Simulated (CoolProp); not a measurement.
Properties of ammonia along the isobar 157 bar (Tc = 405.6 K, pc = 113.6 bar, ω = 0.256).

The numbers come from the reference Helmholtz-energy equation of state, Gao 2020 in CoolProp.

```csv
T (K),phase,density (kg/m³),Joule-Thomson coefficient (K/MPa),expansivity (1/kK),viscosity (µPa s),fugacity coefficient
305.2,liquid,606.1,-0.1028,2.324,134,0.08198
335.2,liquid,560.8,-0.01038,2.898,102,0.1658
365.1,liquid,?,0.1690,4.011,78.3,?
395,liquid,?,0.6353,7.300,57.8,0.4353
425,supercritical,248.2,3.553,47.16,30.3,0.5906
454.9,supercritical,121.1,5.113,11.37,20.4,0.6886
484.9,supercritical,94.36,4.705,6.332,20.0,0.7542
514.8,supercritical,?,4.176,4.522,20.6,0.8031
544.8,supercritical,?,3.676,3.571,21.4,0.8411
574.7,supercritical,64.77,3.236,2.984,22.3,0.8711
604.7,supercritical,59.60,2.852,2.580,23.3,0.8952
634.6,supercritical,55.43,2.522,2.287,24.3,0.9147
```

**Question.** Fill in the missing entries.

**Answer.** 
- 365.1, density (kg/m³): 506.9
- 365.1, fugacity coefficient: 0.2858
- 395, density (kg/m³): 432.8
- 514.8, density (kg/m³): 80.50
- 544.8, density (kg/m³): 71.39

Viscosity comes from a separate model (Fenghour 1995).
